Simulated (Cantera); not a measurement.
A Cantera script and what it prints.

```python
import numpy as np
import cantera as ct

gas_names = """
    O2 CL2
""".split()
cond_names = """
    Sr(L) SrCL2(L) SrO(s)
""".split()


def load(file, names, dense=False):
    # The tables refer to 1 bar. Condensed volumes are neglected.
    table = {s.name: s for s in ct.Species.list_from_file(file)}
    out = []
    for n in names:
        d = dict(table[n].input_data)
        d["thermo"] = dict(d["thermo"], **{"reference-pressure": 1e5})
        if dense:
            d["equation-of-state"] = {"model": "constant-volume", "density": "1e6 g/cm^3"}
        out.append(ct.Species.from_dict(d))
    return out


species = {s.name: s for s in load("nasa_gas.yaml", gas_names) + load("nasa_condensed.yaml", cond_names)}
T = 1200
g = {n: (s.thermo.h(T) - T * s.thermo.s(T)) / (ct.gas_constant * T * np.log(10)) for n, s in species.items()}
valid = cond_names  # the entries whose range holds T


def stable(la, lb):
    # potentials (over RT ln 10) of the two non-metals from log10 p(O2) and log10 p(CL2) in bar
    mu = {}
    mu["O"] = (g["O2"] + la) / 2
    mu["Cl"] = (g["CL2"] + lb) / 2
    cost = {}
    for n in valid:
        c = species[n].composition
        cost[n] = (g[n] - sum(c.get(e, 0) * m for e, m in mu.items())) / c["Sr"]
    return min(cost, key=cost.get)


results = []
for lb in [0, -1.6, -3.2, -4.9, -6.5, -8.1, -9.8, -11.4, -13]:
    row = [stable(la, lb) for la in [-18, -16.9, -15.9, -14.8, -13.8, -12.7, -11.6, -10.6, -9.5, -8.5, -7.4, -6.4, -5.3, -4.2, -3.2, -2.1, -1.1, 0]]
    results.append(row)
    print(f"{lb:6.1f}  " + " ".join(f"{valid.index(n):x}" for n in row))
print("key: " + ", ".join(f"{i:x} {n}" for i, n in enumerate(valid)))
```

Result:

```
   0.0  1 1 1 1 1 1 1 1 1 1 1 1 1 1 1 1 1 1
  -1.6  1 1 1 1 1 1 1 1 1 1 1 1 1 1 1 1 1 1
  -3.2  1 1 1 1 1 1 1 1 1 1 1 1 1 1 1 1 1 1
  -4.9  1 1 1 1 1 1 1 1 1 1 1 1 1 1 1 1 1 1
  -6.5  1 1 1 1 1 1 1 1 1 1 1 1 1 1 1 1 1 1
  -8.1  1 1 1 1 1 1 1 1 1 1 1 1 1 1 1 1 1 2
  -9.8  1 1 1 1 1 1 1 1 1 1 1 1 1 2 2 2 2 2
 -11.4  1 1 1 1 1 1 1 1 1 1 2 2 2 2 2 2 2 2
 -13.0  1 1 1 1 1 1 1 2 2 2 2 2 2 2 2 2 2 2
key: 0 Sr(L), 1 SrCL2(L), 2 SrO(s)
```

Cantera with NASA thermochemical tables; ideal gases at 1 bar, condensed phases pure. Not in the tables: the peroxide, oxide halides.
